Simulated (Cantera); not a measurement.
A closed system holds: 1 mol Si, 0.037 mol O2, 130 mol H2, 0.12 mol N2O, at 1973 K and 13300 Pa.

These are equilibrium values from Cantera (NASA tables, ideal gas, pure condensed phases), not measurements of a reactor. Candidate condensed phases: H2O, Si, SiO2, Si2N2O, Si3N4; 35 gas species. Gases not in the tables: Si2H6 and higher silanes. Rates play no part.

Base state: H2 0.994, H 0.00368, SiO 0.00149, N2 0.000918, Si 0.000237, SiH2 9.03e-5, SiH 6.23e-5 (mole fractions); condensed: Si(l).

### Question
What changes in the equilibrium state with this change: N2O from 0.12 to 0.18 mol?

### Answer
| species | before | after |
|---|---|---|
| H2 | 0.994 | 0.993 |
| H | 0.00368 | 0.00368 |
| SiO | 0.00149 | 0.00194 |
| N2 | 0.000918 | 0.00138 |
| SiH2 | 9.03e-5 | 9.02e-5 |
| SiH | 6.23e-5 | 6.23e-5 |
| Si | 0.000237 | 0.000237 |
| Si(l), mol | 0.754 | 0.694 |
